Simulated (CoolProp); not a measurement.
R22 along the isotherm 226.85 °C: density (kg/m³) from the reference equation and from simpler models built on Tc = 96.1 °C, pc = 4.990 MPa, ω = 0.221; each cubic takes its own stable root.

The numbers come from the reference Helmholtz-energy equation of state, Kamei 1995 in CoolProp.

```csv
p (MPa),phase,reference
0.535,gas,11.27
1.07,gas,22.82
1.6,gas,34.56
2.14,gas,46.84
2.67,gas,59.23
3.21,gas,72.19
3.74,gas,85.26
4.28,gas,98.96
4.81,gas,112.8
5.35,supercritical,127.2
5.88,supercritical,141.8
6.42,supercritical,157.1
6.95,supercritical,172.5
7.49,supercritical,188.5
```

Problem. How far does each simpler model (ideal gas, van der Waals, Redlich-Kwong, Soave-Redlich-Kwong) lie from the reference over these 14 states: mean and median of the absolute difference, and the worst?

Solution. 
- ideal gas: mean 9.4 %, median 9.4 %, worst -17.3 % at 226.85 °C and 7.49 MPa
- van der Waals: mean 3.1 %, median 2.7 %, worst +7.2 % at 226.85 °C and 7.49 MPa
- Redlich-Kwong: mean 1.7 %, median 1.8 %, worst +3.2 % at 226.85 °C and 7.49 MPa
- Soave-Redlich-Kwong: mean 1.1 %, median 0.9 %, worst -2.8 % at 226.85 °C and 7.49 MPa
